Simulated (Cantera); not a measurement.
Cantera run, input and output.

```python
import numpy as np
import cantera as ct

gas = ct.Solution("gri30.yaml")
gas.TPX = 1225, 2800000, {'CH4': 1, 'O2': 1.43, 'N2': 15.7}
reactor = ct.IdealGasConstPressureReactor(gas, energy="on", clone=False)
net = ct.ReactorNet([reactor])
net.rtol, net.atol = 1e-08, 1e-16
show = ['CH4', 'O2', 'C2H2', 'H', 'CO2', 'NO']
times = np.geomspace(2e-06, 10, 15)

steps = ct.SolutionArray(gas, extra=["t"])
rows = []
print(f"{'t/s':>10s}{'T/K':>9s}{'P/Pa':>11s}" + "".join(f"{s:>11s}" for s in show))
for t in times:
    while net.time < t:
        t_next = net.step()
        steps.append(gas.state, t=t_next)
    rows.append([np.interp(t, steps.t, y) for y in (steps.T, steps.P, *steps(*show).X.T)])
    print(f"{t:10.3e}{rows[-1][0]:9.1f}{rows[-1][1]:11.4g}" + "".join(f"{x:11.3e}" for x in rows[-1][2:]))
rate = np.gradient(steps.T, steps.t)
print("integrator steps:", len(steps.t))
if steps.T.max() > steps.T[0] + 200:
    print(f"time of steepest temperature rise: {steps.t[rate.argmax()]:.4e} s")
gas.TPX = 1225, 2800000, {'CH4': 1, 'O2': 1.43, 'N2': 15.7}
gas.equilibrate("HP")
print(f"equilibrium (HP): T = {gas.T:.1f} K  " + "  ".join(f"{s} {gas[s].X[0]:.3e}" for s in show))
```

Result:

```
       t/s      T/K       P/Pa        CH4         O2       C2H2          H        CO2         NO
 2.000e-06   1225.0    2.8e+06  5.516e-02  7.887e-02  1.844e-22  4.693e-12  4.484e-16  6.873e-21
 6.019e-06   1225.0    2.8e+06  5.516e-02  7.887e-02  2.171e-20  9.883e-12  1.380e-14  5.595e-20
 1.811e-05   1225.0    2.8e+06  5.516e-02  7.887e-02  2.836e-18  3.034e-11  5.328e-13  5.374e-19
 5.452e-05   1225.0    2.8e+06  5.516e-02  7.887e-02  7.678e-16  1.467e-10  2.956e-11  6.753e-18
 1.641e-04   1225.0    2.8e+06  5.515e-02  7.887e-02  3.300e-13  6.166e-10  1.351e-09  9.986e-17
 4.938e-04   1225.3    2.8e+06  5.510e-02  7.884e-02  2.155e-11  1.213e-09  1.375e-08  7.447e-16
 1.486e-03   1227.0    2.8e+06  5.477e-02  7.861e-02  1.199e-09  5.245e-09  2.304e-07  7.634e-15
 4.472e-03   1961.3    2.8e+06  6.602e-04  1.502e-08  5.400e-04  3.706e-05  2.133e-02  9.384e-07
 1.346e-02   1956.6    2.8e+06  3.114e-05  1.178e-08  8.625e-06  3.783e-05  2.075e-02  1.875e-06
 4.051e-02   1956.4    2.8e+06  6.455e-10  1.199e-08  7.490e-12  3.835e-05  2.072e-02  2.194e-06
 1.219e-01   1956.4    2.8e+06  4.410e-10  1.199e-08  3.062e-14  3.835e-05  2.072e-02  2.082e-06
 3.669e-01   1956.4    2.8e+06  4.409e-10  1.199e-08  3.062e-14  3.835e-05  2.072e-02  1.877e-06
 1.104e+00   1956.4    2.8e+06  4.408e-10  1.199e-08  3.061e-14  3.835e-05  2.072e-02  1.704e-06
 3.323e+00   1956.4    2.8e+06  4.408e-10  1.199e-08  3.061e-14  3.835e-05  2.072e-02  1.678e-06
 1.000e+01   1956.4    2.8e+06  4.408e-10  1.199e-08  3.061e-14  3.835e-05  2.072e-02  1.678e-06
integrator steps: 2397
time of steepest temperature rise: 3.5753e-03 s
equilibrium (HP): T = 1956.4 K  CH4 4.801e-10  O2 1.199e-08  C2H2 3.321e-14  H 3.835e-05  CO2 2.072e-02  NO 1.678e-06
```

Detailed kinetics in Cantera: GRI-Mech 3.0 (53 species, 325 reactions). The pressure lies above the range GRI-Mech 3.0 was tuned for (to about 10 atm).
